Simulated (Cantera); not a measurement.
A freely propagating, adiabatic, planar premixed flame of H2 : O2 : N2 = 1 : 0.455 : 1.71 (molar parts), equivalence ratio 1.1, unburnt at 700 K and 128 Torr; mixture-averaged transport, grid criteria slope 0.08 and curve 0.16, no radiation.

Model: the H2/O2 subset of GRI-Mech 3.0, which has no nitrogen chemistry, integrated in Cantera. Burning velocities carry a grid error of a few per cent, more on coarse grids.

Task: How do the results move with these cheaper or finer settings: unity-Lewis-number transport; multicomponent transport; multicomponent+Soret transport; grid criteria slope 0.5, curve 1; grid criteria slope 0.25, curve 0.5; grid criteria slope 0.03, curve 0.06?

Result: 
```
setting                               laminar burning velocity  thermal thickness  peak x(HO2)  peak x(OH)  grid points
------------------------------------  ------------------------  -----------------  -----------  ----------  -----------
as above                                              888 cm/s            5.23 mm      4.26e-5      0.0203          128
unity-Lewis-number transport                          560 cm/s            3.82 mm      4.03e-5      0.0199          131
multicomponent transport                              871 cm/s            5.19 mm      4.27e-5      0.0203          128
multicomponent+Soret transport                        845 cm/s            5.16 mm      4.28e-5      0.0202          128
grid criteria slope 0.5, curve 1                     1400 cm/s            10.4 mm      4.06e-5      0.0203           46
grid criteria slope 0.25, curve 0.5                  1070 cm/s            6.65 mm      4.20e-5      0.0207           65
grid criteria slope 0.03, curve 0.06                  844 cm/s            4.90 mm      4.30e-5      0.0201          265
```
Unity Lewis numbers drop preferential diffusion, which matters most where H2 and H carry the flame; Soret adds thermal diffusion.
